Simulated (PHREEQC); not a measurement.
Make-up at 25 °C: 0.017 mol/kgw HF, 0.029 mol/kgw ZnSO4 and 0.00097 mol/kgw MnSO4. Closed to the air; pH follows from the charge balance.

Computed with PHREEQC (ion-association model, phreeqc.dat).

Problem. The ionic strength comes out as 0.0731 mol/kgw. What activity coefficients do H+, MnF+, HF2-, Zn+2, HSO4- get?

Solution. H+ 0.84, MnF+ 0.80, HF2- 0.80, Zn+2 0.41, HSO4- 0.80.

No solid was allowed to form.
